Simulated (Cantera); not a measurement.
Input: 1 mol SiCl4, 1.1 mol N2, 0.9 mol H2, at 1175 K and 1000 Pa.

Equilibrium computed with Cantera from the NASA thermochemical tables; the gas is ideal and each condensed phase is pure. Candidate condensed phases: NH4Cl, Si, Si3N4; 28 gas species. N2 is the only nitrogen source here; it is nearly inert below about 1500 K, so the nitride shown seldom forms there in practice. The tables' values for SiCl3 are old estimates; treat these amounts as uncertain. Rates play no part.

Base state: HCl 0.391, N2 0.290, SiCl4 0.219, H2 0.0935, SiCl3 0.00475, SiHCl3 0.00124, SiCl2 0.00101 (mole fractions); condensed: Si3N4(s).

Q: What changes in the equilibrium state with this change: SiCl4 replaced by Si2Cl6?

A: 
| species | before | after |
|---|---|---|
| HCl | 0.391 | 0.380 |
| SiCl4 | 0.219 | 0.354 |
| N2 | 0.290 | 0.172 |
| H2 | 0.0935 | 0.0830 |
| SiCl3 | 0.00475 | 0.00743 |
| SiCl2 | 0.00101 | 0.00152 |
| Si3N4(s), mol | 0.0991 | 0.267 |
The feed counts by its element totals alone.

Q: What changes in the equilibrium state with this change: pressure from 1000 Pa to 26000 Pa?

A: 
| species | before | after |
|---|---|---|
| HCl | 0.391 | 0.343 |
| N2 | 0.290 | 0.299 |
| SiCl4 | 0.219 | 0.235 |
| H2 | 0.0935 | 0.119 |
| SiCl2 | 0.00101 | 6.83e-5 |
| SiCl3 | 0.00475 | 0.00128 |
| SiHCl3 | 0.00124 | 0.00192 |
| Si3N4(s), mol | 0.0991 | 0.0875 |
